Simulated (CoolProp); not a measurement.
C3F8 (R218) along the isobar 6.95 bar: Z from the reference equation and from simpler models built on Tc = 71.9 °C, pc = 26.40 bar, ω = 0.317; each cubic takes its own stable root.

Computed with CoolProp (reference Helmholtz-energy equation of state, Lemmon 2006). It is a short technical equation, of lower accuracy than the large ones.

```tsv
T (°C)	phase	reference
-33.85	liquid	0.04097
-8.75	liquid	0.03968
41.45	gas	0.8636
66.55	gas	0.9007
91.55	gas	0.9249
116.65	gas	0.9421
141.75	gas	0.9548
166.85	gas	0.9644
```

Problem. How far does each simpler model (Redlich-Kwong, Peng-Robinson) lie from the reference over these 8 states: mean and median of the absolute difference, and the worst?

Solution. 
- Redlich-Kwong: mean 3.4 %, median 0.8 %, worst +12.9 % at -8.75 °C and 6.95 bar
- Peng-Robinson: mean 2.4 %, median 1.2 %, worst -6.8 % at -33.85 °C and 6.95 bar
